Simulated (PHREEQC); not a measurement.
# Polishing slurry liquid (model solution)

A solution holds 2.4 mmol/kgw H2SO4, 0.0063 mmol/kgw H4SiO4 and 4.4 mmol/kgw CuSO4, at 25 °C. Closed to the air; pH follows from the charge balance.

The numbers come from PHREEQC with the ion-association model, wateq4f.dat.

Precipitation was switched off in this run.

Task: Estimate the pH.

Result: pH 2.47.

Task: In which forms is S present?

Result: SO4-2 68 %, CuSO4 16 %, HSO4- 15 % of the S.

Species that the database lacks are ignored.
